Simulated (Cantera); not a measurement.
A perfectly stirred reactor is fed with CH3OH : O2 : N2 = 1 : 0.882 : 3.32 (molar parts), equivalence ratio 1.7, at 555 Torr; it is adiabatic with a 700 K inlet, and is followed from long to short residence time, starting on the burning branch (τ in s: 0.022, 0.0086, 0.0033, 0.0013, 0.0005, 0.00019, 7.5e-05, 2.9e-05, 1.1e-05).

Model: GRI-Mech 3.0 (53 species, 325 reactions), integrated in Cantera. GRI-Mech 3.0 was tuned for natural gas; its chemistry of methanol as a main component is partial and can be far from experiment.

x: mole fraction; the columns are a selection and need not sum to one.

```csv
τ (s),T (K),x CH3OH,x O2,x HO2,x NO2,x C2H,x NO
0.022,2081,3.81e-6,0.000197,9.17e-8,8.18e-10,4.87e-11,0.000112
0.0086,2061,7.35e-6,0.000364,1.72e-7,9.58e-10,1.88e-10,0.000120
0.0033,2038,1.53e-5,0.000662,3.16e-7,1.03e-9,8.27e-10,0.000117
0.0013,2016,3.39e-5,0.00119,6.05e-7,1.02e-9,(withheld),0.000104
0.00050,1992,8.37e-5,0.00236,1.50e-6,9.47e-10,(withheld),8.15e-5
0.00019,1954,0.000240,0.00554,6.17e-6,9.51e-10,(withheld),4.83e-5
7.5e-5,700,0.192,0.170,<1e-12,<1e-12,<1e-12,<1e-12
2.9e-5,700,0.192,0.170,<1e-12,<1e-12,<1e-12,<1e-12
1.1e-5,700,0.192,0.170,<1e-12,<1e-12,<1e-12,<1e-12
```

Complete the blanks.


- 0.0013, x C2H: 3.71e-9
- 0.00050, x C2H: 1.68e-8
- 0.00019, x C2H: 6.02e-8
